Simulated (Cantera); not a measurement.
## Equilibrium for aluminium nitride and oxide growth: Al + NH3 + N2

Input: 1 mol Al, 13 mol NH3, 4.2 mol N2, held at 96.0 mbar.

Method: chemical equilibrium by Gibbs-energy minimisation in Cantera with the NASA 1993 tables (ideal gas, pure condensed phases). Candidate condensed phases: Al, AlN; 13 gas species. Rates play no part.

From 623 K to 2023 K the condensed part is AlN(s). At 2223 K nothing is condensed.

| T (K) | x H2 | x N2 | x Al | x H | x AlH | x NH3 | x Al2 | n AlN(s) |
|---|---|---|---|---|---|---|---|---|
| 623 | 0.656 | 0.343 | <1e-12 | <1e-12 | <1e-12 | 0.000848 | <1e-12 | 1.00 |
| 823 | 0.657 | 0.343 | <1e-12 | 1.92e-11 | <1e-12 | 7.14e-5 | <1e-12 | 1.00 |
| 1023 | 0.657 | 0.343 | <1e-12 | 1.08e-8 | <1e-12 | 1.50e-5 | <1e-12 | 1.00 |
| 1223 | 0.657 | 0.343 | <1e-12 | 7.86e-7 | <1e-12 | 5.15e-6 | <1e-12 | 1.00 |
| 1423 | 0.657 | 0.343 | 2.23e-10 | 1.74e-5 | 9.28e-11 | 2.37e-6 | <1e-12 | 1.00 |
| 1623 | 0.656 | 0.343 | 1.69e-7 | 0.000181 | 3.29e-8 | 1.32e-6 | <1e-12 | 1.000 |
| 1823 | 0.656 | 0.343 | 2.94e-5 | 0.00113 | 3.16e-6 | 8.31e-7 | 6.97e-11 | 0.999 |
| 2023 | 0.651 | 0.343 | 0.00181 | 0.00494 | 0.000121 | 5.70e-7 | 8.56e-8 | 0.942 |
| 2223 | 0.612 | 0.340 | 0.0305 | 0.0162 | 0.00133 | 3.86e-7 | 9.55e-6 | 0 |
x: gas mole fraction; n: condensed amount in mol.
